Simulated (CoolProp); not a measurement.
The fluid at 430.4 K and 1.05 MPa (liquid) is heated at constant pressure to 541 K. The same conditions are run with several fluids, on thermodynamics alone (safety and materials aside).

Model: reference Helmholtz-energy equation of state of each fluid (dimethyl carbonate: Zhou 2011; propylene glycol: Eisenbach 2021; benzene: Thol 2012; ethylbenzene: Zhou 2012), in CoolProp.

Question: Rank dimethyl carbonate, propylene glycol, benzene, ethylbenzene by heat (kJ/kg), highest first.

Answer: benzene (524), ethylbenzene (511), dimethyl carbonate (504), propylene glycol (388)

```tsv
fluid	final phase	final density (kg/m³)
dimethyl carbonate	gas	23.0
propylene glycol	liquid	801
benzene	gas	20.0
ethylbenzene	gas	30.6
```
